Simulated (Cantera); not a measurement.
A freely propagating, adiabatic, planar premixed flame of H₂ : O₂ : N₂ : H₂O = 1 : 0.649 : 2.66 : 1.2 (molar parts), equivalence ratio 0.77, unburnt at 375 K and 100.0 Torr; mixture-averaged transport, grid criteria slope 0.08 and curve 0.16, no radiation.

Cantera simulation using the H2/O2 subset of GRI-Mech 3.0, which has no nitrogen chemistry; the numbers are that mechanism's predictions, not measurements. Burning velocities carry a grid error of a few per cent, more on coarse grids.

Task: How do the results move with these cheaper or finer settings: unity-Lewis-number transport; multicomponent transport; multicomponent+Soret transport; grid criteria slope 0.5, curve 1; grid criteria slope 0.25, curve 0.5; grid criteria slope 0.03, curve 0.06?

Result: 
```csv
setting,laminar burning velocity,thermal thickness,peak x(HO₂),peak x(O),grid points
as above,104 cm/s,4.44 mm,0.000149,0.00367,102
unity-Lewis-number transport,85.5 cm/s,3.58 mm,0.000107,0.00457,108
multicomponent transport,105 cm/s,4.45 mm,0.000149,0.00369,103
multicomponent+Soret transport,95.3 cm/s,4.45 mm,0.000146,0.00354,103
"grid criteria slope 0.5, curve 1",116 cm/s,5.23 mm,0.000144,0.00386,32
"grid criteria slope 0.25, curve 0.5",108 cm/s,4.72 mm,0.000145,0.00369,45
"grid criteria slope 0.03, curve 0.06",104 cm/s,4.37 mm,0.000151,0.00367,256
```
Unity Lewis numbers drop preferential diffusion, which matters most where H2 and H carry the flame; Soret adds thermal diffusion.
